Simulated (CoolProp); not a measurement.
The numbers come from the reference Helmholtz-energy equation of state, Thol 2019 in CoolProp.

Q: Give the vapour pressure (MPa), liquid density (kg/m³), vapour density (kg/m³), surface tension (mN/m) of saturated dodecamethylpentasiloxane (MD3M) at 527.9, 535.4 K.

A: 
```csv
T (K),p (MPa),liquid density (kg/m³),vapour density (kg/m³),surface tension (mN/m)
527.9,0.174,621,18.1,3.99
535.4,0.202,610,21.2,3.62
```

Surface tension comes from a separate correlation (Mulero 2014), older than this fluid's equation and unchecked against measurements.
